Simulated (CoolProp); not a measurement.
A single-stage vapour-compression cycle with isobutene: evaporating at 255.15 K (dew point), condensing at 293.15 K (bubble point), superheat 8 K, subcooling 2 K, compressor efficiency 0.75, no pressure losses. Each further row changes one setting.

Model: reference Helmholtz-energy equation of state, Lemmon 2005, in CoolProp. It is a short technical equation, of lower accuracy than the large ones.

| case | cooling COP | pressure ratio | discharge temperature (K) | refrigerating effect (kJ/kg) | volumetric capacity (kJ/m³) |
|---|---|---|---|---|---|
| as stated | ___ | 4.05 | 315.2 | 332 | 565 |
| evaporating temperature 260.15 K | 5.32 | 3.28 | 312.6 | ___ | ___ |
| condensing temperature 288.15 K | 5.23 | 3.45 | 309.1 | 344 | 585 |
| subcooling 7 K | ___ | 4.05 | 315.2 | 344 | 585 |
| superheat 18 K | 4.46 | 4.05 | 325.5 | ___ | 567 |
| compressor efficiency 0.65 | ___ | 4.05 | 321.7 | 332 | 565 |

**Question.** Complete the blanks.

**Answer.** 
- as stated, cooling COP: 4.44
- evaporating temperature 260.15 K, refrigerating effect (kJ/kg): 339
- evaporating temperature 260.15 K, volumetric capacity (kJ/m³): 702
- subcooling 7 K, cooling COP: 4.60
- superheat 18 K, refrigerating effect (kJ/kg): 348
- compressor efficiency 0.65, cooling COP: 3.85
